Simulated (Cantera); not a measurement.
# Pyrogenic steam for wet oxidation

A perfectly stirred reactor is fed with H2 : O2 : N2 = 3.3 : 1 : 11 (molar parts), equivalence ratio 1.6, at 165 Torr; it is held at 1025 K, and followed from long to short residence time.

Model: the H2/O2 subset of GRI-Mech 3.0, which has no nitrogen chemistry, integrated in Cantera. The temperature is held fixed by assumption; the heat of reaction is taken as removed at once.

| τ (s) | x H2 | x O2 | x H | x O | x HO2 | x H2O2 | x H2O |
|---|---|---|---|---|---|---|---|
| 12 | 0.0908 | 5.95e-5 | 0.000464 | 8.55e-8 | 2.10e-8 | 2.37e-10 | 0.140 |
| 2.9 | 0.0906 | 0.000121 | 0.000941 | 3.55e-7 | 4.29e-8 | 3.57e-10 | 0.140 |
| 0.71 | 0.0904 | 0.000247 | 0.00189 | 1.45e-6 | 8.72e-8 | 6.20e-10 | 0.139 |
| 0.17 | 0.0898 | 0.000514 | 0.00380 | 6.11e-6 | 1.81e-7 | 1.27e-9 | 0.138 |
| 0.043 | 0.0890 | 0.00106 | 0.00731 | 2.44e-5 | 3.69e-7 | 2.96e-9 | 0.137 |
| 0.010 | 0.0879 | 0.00238 | 0.0141 | 0.000105 | 8.18e-7 | 8.94e-9 | 0.134 |
| 0.0026 | 0.0889 | 0.00551 | 0.0237 | 0.000380 | 1.83e-6 | 2.94e-8 | 0.126 |
| 0.00063 | 0.102 | 0.0148 | 0.0340 | 0.00111 | 4.44e-6 | 9.45e-8 | 0.104 |
| 0.00015 | 0.151 | 0.0387 | 0.0293 | 0.00156 | 8.64e-6 | 1.46e-7 | 0.0525 |
x: mole fraction; the columns are a selection and need not sum to one.
